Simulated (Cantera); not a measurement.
Cantera run, input and output.

```python
import numpy as np
import cantera as ct

gas = ct.Solution("gri30.yaml")
gas.TPX = 300, 130000, {'CH4': 1.3, 'H2': 0.96, 'O2': 3.44, 'N2': 13.1}
flame = ct.FreeFlame(gas, width=0.033)
flame.set_refine_criteria(ratio=3, slope=0.08, curve=0.16)
flame.transport_model = "mixture-averaged"
flame.solve(loglevel=0, auto=True)
z, T = flame.grid, flame.T
thick = (T[-1] - T[0]) / np.gradient(T, z).max()
show = ['CH4', 'H2', 'O2', 'H2O2', 'OH', 'HCN']
print(f"laminar burning velocity  {flame.velocity[0] * 100:.3f} cm/s")
print(f"burnt temperature         {T[-1]:.1f} K")
print(f"thermal thickness         {thick * 1e3:.4f} mm")
print(f"grid points               {len(z)}")
z0 = z[flame.heat_release_rate.argmax()]
print(f"{'z/mm':>9s}{'T/K':>9s}{'u/(m/s)':>9s}" + "".join(f"{s:>11s}" for s in show))
rows = []
for k in (-3, -2, -1.5, -1, -0.5, -0.25, 0, 0.25, 0.5, 1, 2, 4, 8):
    zz = z0 + k * thick
    rows.append([k * thick, np.interp(zz, z, T), np.interp(zz, z, flame.velocity),
                 *(np.interp(zz, z, flame.X[gas.species_index(s)]) for s in show)])
    print(f"{rows[-1][0] * 1e3:9.3f}{rows[-1][1]:9.1f}{rows[-1][2]:9.3f}" + "".join(f"{x:11.3e}" for x in rows[-1][3:]))
```

Output:

```
laminar burning velocity  42.617 cm/s
burnt temperature         2146.4 K
thermal thickness         0.3263 mm
grid points               144
     z/mm      T/K  u/(m/s)        CH4         H2         O2       H2O2         OH        HCN
   -0.979    300.0    0.426  6.918e-02  5.061e-02  1.831e-01  4.002e-09  1.233e-13  5.270e-13
   -0.653    300.9    0.427  6.926e-02  4.917e-02  1.833e-01  1.010e-07  4.492e-11  2.235e-11
   -0.490    305.4    0.432  6.927e-02  4.688e-02  1.836e-01  7.768e-07  1.419e-09  2.589e-10
   -0.326    351.6    0.495  6.777e-02  4.111e-02  1.823e-01  9.277e-06  8.739e-08  6.457e-09
   -0.163    752.8    1.062  5.048e-02  3.048e-02  1.551e-01  4.123e-05  2.770e-05  1.556e-07
   -0.082   1182.3    1.675  2.923e-02  2.502e-02  1.173e-01  2.455e-05  2.301e-04  4.347e-07
    0.000   1584.4    2.254  7.358e-03  1.877e-02  7.187e-02  1.738e-06  1.912e-03  8.946e-07
    0.082   1758.2    2.498  5.218e-04  1.205e-02  4.527e-02  7.031e-07  5.390e-03  7.707e-07
    0.163   1823.1    2.580  1.866e-05  9.179e-03  3.634e-02  5.954e-07  7.060e-03  2.959e-07
    0.326   1899.9    2.674  4.965e-08  7.805e-03  3.115e-02  4.401e-07  7.533e-03  3.589e-08
    0.653   1984.2    2.779  1.123e-12  6.074e-03  2.758e-02  2.946e-07  7.002e-03  7.858e-10
    1.305   2057.6    2.870  1.011e-17  3.933e-03  2.477e-02  1.934e-07  5.789e-03  3.890e-12
    2.611   2108.2    2.931  1.528e-18  2.251e-03  2.279e-02  1.322e-07  4.432e-03  4.481e-13
```

Detailed kinetics in Cantera: GRI-Mech 3.0 (53 species, 325 reactions). Burning velocities carry a grid error of a few per cent, more on coarse grids.
